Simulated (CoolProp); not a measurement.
A simple Rankine cycle with vinyl chloride: condensing at 310.15 K, boiler at 3.19 MPa, turbine inlet 405.9 K, turbine efficiency 0.65, pump efficiency 0.7, no recuperator. Each further row changes one setting.

The numbers come from the reference Helmholtz-energy equation of state, Thol 2022 in CoolProp.

```tsv
case	thermal efficiency (%)	net work (kJ/kg)	heat in (kJ/kg)	turbine exit temperature (K)	volume ratio over the turbine
as stated	10.7	38.7	361	322.0	5.79
turbine inlet 425.9 K	11.1	43.5	391	346.6	5.61
condensing temperature 302.15 K	11.7	…	…	314.0	7.17
boiler pressure 2.23 MPa	9.3	35.6	383	346.1	…
turbine efficiency 0.55	8.9	32.1	361	328.6	5.95
```

Complete the blanks.


- condensing temperature 302.15 K, net work (kJ/kg): 43.8
- condensing temperature 302.15 K, heat in (kJ/kg): 374
- boiler pressure 2.23 MPa, volume ratio over the turbine: 3.87
